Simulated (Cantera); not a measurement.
**Moist CO burnout**

An isothermal, constant-pressure homogeneous reactor starts with 0.532 % CO, 0.817 % O2, 0.217 % H2O, 98.4 % N2, equivalence ratio 0.33, at 900 K and 5.00 bar.

Detailed kinetics in Cantera: GRI-Mech 3.0 (53 species, 325 reactions).

```csv
t (s),x CO,x O2,x H2O,x NO,x N2O,x O,x CO2
5.00e-5,0.00532,0.00817,0.00217,<1e-12,<1e-12,<1e-12,<1e-12
0.000251,0.00532,0.00817,0.00217,<1e-12,<1e-12,3.89e-12,5.17e-12
0.00126,0.00532,0.00817,0.00217,<1e-12,<1e-12,1.17e-11,3.51e-11
0.00631,0.00532,0.00817,0.00217,<1e-12,<1e-12,1.52e-11,2.39e-10
0.0316,0.00532,0.00817,0.00217,<1e-12,<1e-12,1.57e-11,1.64e-9
0.159,0.00532,0.00817,0.00217,<1e-12,3.12e-12,1.84e-11,1.82e-8
0.795,0.00532,0.00817,0.00217,<1e-12,2.43e-11,4.02e-11,4.38e-7
3.99,0.00528,0.00815,0.00217,<1e-12,8.99e-10,4.92e-10,3.45e-5
20.0,0.00467,0.00785,0.00217,<1e-12,1.58e-8,8.09e-10,0.000649
```
x: mole fraction; the columns are a selection and need not sum to one.

Equilibrium at this temperature and pressure: CO <1e-12, O2 0.00553, H2O 0.00217, NO 1.68e-6, N2O 3.89e-10, O <1e-12, CO2 0.00533 (gas phase only).
